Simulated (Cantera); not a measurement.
What does this Cantera script print?

```python
import numpy as np
import cantera as ct

gas = ct.Solution("gri30.yaml")
gas.TPX = 400, 100000, {'C3H8': 1, 'O2': 4.17, 'N2': 15.7, 'H2O': 2.1}
inlet = ct.Reservoir(gas, clone=True)
gas.equilibrate("HP")  # start burning
reactor = ct.IdealGasConstPressureReactor(gas, energy="on", clone=False)
exhaust = ct.Reservoir(gas, clone=True)
tau = [0.25, 0.11, 0.05, 0.022, 0.01, 0.0045, 0.002, 0.00091, 0.00041, 0.00018, 8.2e-05][0]
for a, b in ((inlet, reactor), (reactor, exhaust)):
    ct.MassFlowController(a, b, mdot=lambda t: reactor.mass / tau)
net = ct.ReactorNet([reactor])
show = ['C3H8', 'O2', 'H2O', 'CO', 'H2O2', 'CH4']

rows = []
print(f"{'tau/s':>10s}{'T/K':>9s}" + "".join(f"{s:>11s}" for s in show))
for tau in [0.25, 0.11, 0.05, 0.022, 0.01, 0.0045, 0.002, 0.00091, 0.00041, 0.00018, 8.2e-05]:
    net.initial_time = 0.0
    net.advance(30 * tau)
    before = gas.X
    net.advance(40 * tau)
    drift = np.max(np.abs(gas.X - before) / (gas.X + 1e-9))
    rows.append([gas.T, *gas[show].X, drift])
    print(f"{tau:10.3e}{gas.T:9.1f}" + "".join(f"{x:11.3e}" for x in gas[show].X))
```

Output:

```
     tau/s      T/K       C3H8         O2        H2O         CO       H2O2        CH4
 2.500e-01   2099.0  1.279e-07  1.908e-04  2.199e-01  4.291e-02  1.361e-08  3.496e-06
 1.100e-01   2092.2  2.545e-07  3.251e-04  2.193e-01  4.302e-02  2.139e-08  4.179e-06
 5.000e-02   2082.9  4.820e-07  5.454e-04  2.184e-01  4.321e-02  3.267e-08  4.856e-06
 2.200e-02   2069.2  9.215e-07  9.223e-04  2.171e-01  4.353e-02  4.934e-08  5.770e-06
 1.000e-02   2051.2  1.704e-06  1.487e-03  2.155e-01  4.401e-02  7.092e-08  7.149e-06
 4.500e-03   2027.4  3.187e-06  2.326e-03  2.135e-01  4.472e-02  9.921e-08  9.627e-06
 2.000e-03   1997.1  6.136e-06  3.516e-03  2.110e-01  4.575e-02  1.354e-07  1.457e-05
 9.100e-04   1962.4  1.205e-05  5.107e-03  2.085e-01  4.726e-02  1.784e-07  2.478e-05
 4.100e-04   1920.9  2.556e-05  7.511e-03  2.062e-01  4.985e-02  2.317e-07  4.930e-05
 1.800e-04   1859.9  6.518e-05  1.235e-02  2.043e-01  5.550e-02  3.122e-07  1.277e-04
 8.200e-05    400.0  4.354e-02  1.815e-01  9.142e-02 -2.315e-16 -3.011e-20 -1.537e-17
```

Detailed kinetics in Cantera: GRI-Mech 3.0 (53 species, 325 reactions). GRI-Mech 3.0 was tuned for natural gas; its chemistry of propane as a main component is partial and can be far from experiment.
